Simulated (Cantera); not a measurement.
Feed: 1 mol SiO₂, 0.81 mol C, a varied amount of N₂, equilibrated at 32.0 mbar.

Equilibrium computed with Cantera from the NASA thermochemical tables; the gas is ideal and each condensed phase is pure. Candidate condensed phases: C, Si, SiC, SiO₂, Si₂N₂O, Si₃N₄; 34 gas species. The tables hold silica as quartz up to 1696 K and as liquid above; real silica turns to tridymite and cristobalite and melts near 1996 K. Equilibrium is a limit: real reactors are often held back by kinetics, nucleation or transport.

Question: What condenses at these points (T in °C, n(N₂) in mol): (2152, 1.5); (1702, 2.9); (2052, 4.8); (1952, 2.9); (2102, 3.4)?

Answer: 
| T (°C) | n(N₂) in mol | condensed phases | Si condensed (%) |
|---|---|---|---|
| 2152 | 1.5 | gas only | 0.0 |
| 1702 | 2.9 | SiO₂ | 18.8 |
| 2052 | 4.8 | SiO₂ | 3.5 |
| 1952 | 2.9 | SiO₂ | 14.8 |
| 2102 | 3.4 | gas only | 0.0 |
